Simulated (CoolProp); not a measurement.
Vapour-liquid equilibrium of R152A (1) + R227EA (2) at 1.78 bar; x and y are mole fractions of (1).

Computed with CoolProp (multi-fluid Helmholtz-energy mixture model, Outcalt 1996 and Lemmon 2016; pair parameters Bell 2016).

```
x     bubble temperature (°C)  y at the bubble point  dew temperature at overall composition x (°C)  liquid density (mol/L)
----  -----------------------  ---------------------  ---------------------------------------------  ----------------------
0.05                     -2.7                  0.059                                           -2.7                   8.994
0.15                     -3.4                  0.184                                           -3.2                   9.421
0.25                     -4.3                  0.310                                           -3.9                   9.882
0.35                     -5.3                  0.430                                           -4.6                   10.38
0.45                     -6.4                  0.539                                           -5.5                   10.92
0.55                     -7.4                  0.636                                           -6.5                   11.50
0.65                     -8.3                  0.723                                           -7.5                   12.13
0.75                     -9.1                  0.804                                           -8.5                   12.82
0.85                     -9.7                  0.880                                           -9.5                   13.58
0.95                    -10.3                  0.959                                          -10.2                   14.42
```

No azeotrope shows between x = 0.05 and 0.95.

The pair parameters rest on a limited set of measurements; away from them the model extrapolates. The gap from Raoult's law changes sign with composition, which may be real or a fault of the pair parameters; it wasn't checked against measurements.
